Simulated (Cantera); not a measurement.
Cantera run:

```python
import numpy as np
import cantera as ct

gas_names = [...]  # 109 gases of nasa_gas.yaml made of C, Cl, H, Si
cond_names = """
    C(gr) C6H6(L) C7H8(L) C8H18(L),n-octa Si(cr) Si(L) SiC(b)
""".split()


# ... load() reads the species with a 1 bar reference pressure and builds the phases ...
atoms = {
    'SiHCl3': {'Si': 1, 'H': 1, 'CL': 3},
    'C3H8': {'C': 3, 'H': 8},
    'H2': {'H': 2},
}
top_T = {'C(gr)': 4500, 'SiC(b)': 3050}  # K; cautious upper limits of use, not melting points


# ... equilibrate(T, P, feed) seeds the gas with the atoms and calls Mixture.equilibrate('TP', solver="vcs", rtol=1e-11, max_steps=5000) ...
results = []
feed = {'SiHCl3': 1, 'C3H8': 0.14, 'H2': 100}  # mol
T = 2023.15  # K
P = 5000  # Pa
mix = equilibrate(T, P, feed)
results.append((T, P, feed, dict(zip(mix.species_names, mix.species_moles))))
x = sorted(zip(gas.X, gas.species_names), reverse=True)
print(f"T = {T:g} K  P = {P:g} Pa  gas = {mix.phase_moles(0):.4g} mol")
print("   x: " + "  ".join(f"{s} {v:.3e}" for v, s in x if v > 0.0001))
print("   condensed (mol): " + ("  ".join(f"{mix.phase(i).name} {mix.phase_moles(i):.4g}"
      for i in range(1, mix.n_phases) if mix.phase_moles(i) > 1e-12) or "none"))
```

It prints:

```
T = 2023.15 K  P = 5000 Pa  gas = 103.1 mol
   x: H2 9.627e-01  HCL 2.557e-02  H 8.342e-03  SiCL2 1.584e-03  Si 1.140e-03  SiCL 1.769e-04  CL 1.646e-04  SiH 1.608e-04  SiH2 1.164e-04
   condensed (mol): Si(L) 0.2459  SiC(b) 0.4156
```

Method: chemical equilibrium by Gibbs-energy minimisation in Cantera with the NASA 1993 tables (ideal gas, pure condensed phases). Mutual solubility and eutectic melting of coexisting phases are not modelled. The tables' values for SiCl are old estimates; treat these amounts as uncertain. Gases not in the tables: Si2H6 and higher silanes.
